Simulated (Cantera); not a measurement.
**Adiabatic ignition**

An adiabatic, constant-pressure homogeneous reactor starts with 9.12 % CH₄, 12.8 % CO, 16.4 % O₂, 61.7 % N₂, at 1475 K and 0.385 atm.

Model: GRI-Mech 3.0 (53 species, 325 reactions), integrated in Cantera.

| t (s) | T (K) | x CH₄ | x CO | x O₂ | x CH₂ | x CH₂O | x C₂H₆ |
|---|---|---|---|---|---|---|---|
| 5.00e-6 | 1475 | 0.0912 | 0.128 | 0.164 | <1e-12 | 9.73e-10 | <1e-12 |
| 1.07e-5 | 1475 | 0.0912 | 0.128 | 0.164 | <1e-12 | 5.50e-9 | 6.52e-12 |
| 2.29e-5 | 1475 | 0.0912 | 0.128 | 0.164 | <1e-12 | 2.91e-8 | 8.07e-11 |
| 4.91e-5 | 1475 | 0.0912 | 0.128 | 0.164 | 1.23e-12 | 1.50e-7 | 9.63e-10 |
| 0.000105 | 1475 | 0.0911 | 0.128 | 0.164 | 4.76e-12 | 7.83e-7 | 1.18e-8 |
| 0.000226 | 1475 | 0.0911 | 0.128 | 0.164 | 2.15e-11 | 4.14e-6 | 1.52e-7 |
| 0.000483 | 1475 | 0.0911 | 0.128 | 0.164 | 1.26e-10 | 2.26e-5 | 2.11e-6 |
| 0.00103 | 1476 | 0.0908 | 0.128 | 0.164 | 9.69e-10 | 0.000130 | 3.19e-5 |
| 0.00222 | 1485 | 0.0887 | 0.128 | 0.163 | 8.60e-9 | 0.000708 | 0.000371 |
| 0.00475 | 2592 | <1e-12 | 0.139 | 0.00807 | <1e-12 | 6.02e-10 | <1e-12 |
| 0.0102 | 2681 | <1e-12 | 0.138 | 0.00553 | <1e-12 | 7.78e-10 | <1e-12 |
| 0.0218 | 2678 | <1e-12 | 0.138 | 0.00536 | <1e-12 | 7.83e-10 | <1e-12 |
| 0.0467 | 2678 | <1e-12 | 0.138 | 0.00535 | <1e-12 | 7.83e-10 | <1e-12 |
| 0.100 | 2678 | <1e-12 | 0.138 | 0.00535 | <1e-12 | 7.83e-10 | <1e-12 |
x: mole fraction; the columns are a selection and need not sum to one.

```json
{
  "time_of_steepest_temperature_rise": "3.73 ms",
  "temperature at 0.100 s": "2678 K",
  "equilibrium_temperature": "2678 K",
  "x(CH₄) at 0.100 s": "<1e-12 (gas-phase equilibrium <1e-12)",
  "x(CO) at 0.100 s": "0.138 (gas-phase equilibrium 0.138)",
  "x(O₂) at 0.100 s": "0.00535 (gas-phase equilibrium 0.00535)"
}
```
